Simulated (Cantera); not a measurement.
A perfectly stirred reactor is fed with 35.4 % H2, 12.6 % O2, 47.4 % N2, 4.60 % H2O, at 1.00 bar; it is adiabatic with a 523 K inlet, and is followed from long to short residence time, starting on the burning branch (τ in s: 0.17, 0.07, 0.029, 0.012, 0.0048, 0.002, 0.0008, 0.00033, 0.00013, 5.5e-05, 2.3e-05).

Cantera simulation using the H2/O2 subset of GRI-Mech 3.0, which has no nitrogen chemistry; the numbers are that mechanism's predictions, not measurements.

Problem. Predict: blow-out, bracketed by the residence times tried; x(H2) at τ = 0.170 s; x(O2) at τ = 0.170 s; x(H2O) at τ = 0.170 s; x(O) at τ = 0.170 s; x(HO2) at τ = 0.170 s; x(H2) at τ = 2.00 ms; x(O2) at τ = 2.00 ms; x(H2O) at τ = 2.00 ms; x(O) at τ = 2.00 ms; x(HO2) at τ = 2.00 ms.

Solution. 
```
Property                                                                           Value
------------------------------------------------  --------------------------------------
blow-out, bracketed by the residence times tried  burning at 23.0 µs, the shortest tried
x(H2) at τ = 0.170 s                                                               0.114
x(O2) at τ = 0.170 s                                                             8.90e-5
x(H2O) at τ = 0.170 s                                                              0.338
x(O) at τ = 0.170 s                                                              6.47e-5
x(HO2) at τ = 0.170 s                                                            5.40e-8
x(H2) at τ = 2.00 ms                                                               0.112
x(O2) at τ = 2.00 ms                                                             0.00129
x(H2O) at τ = 2.00 ms                                                              0.326
x(O) at τ = 2.00 ms                                                             0.000863
x(HO2) at τ = 2.00 ms                                                            9.15e-7
```
